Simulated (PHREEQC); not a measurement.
Dissolve 0.011 mol NH4Cl, 0.00065 mol Na2S and 0.00076 mol NaHS per kg of water at 25 °C. It is in equilibrium with CO2 at log p = 0 (atm). Otherwise closed; pH follows from the charge balance.

Equilibrium calculation in PHREEQC: ion-association model, phreeqc.dat.

Precipitation was switched off in this run.

Predict the pH, specific conductance, ionic strength.

pH 5.08; specific conductance 1710 µS/cm; ionic strength 0.0131 mol/kgw.

In which forms is C present?

CO2 94 %, HCO3- 5.7 % of the C.

Carbamate, which ammonia and carbonate form, is missing from the database.
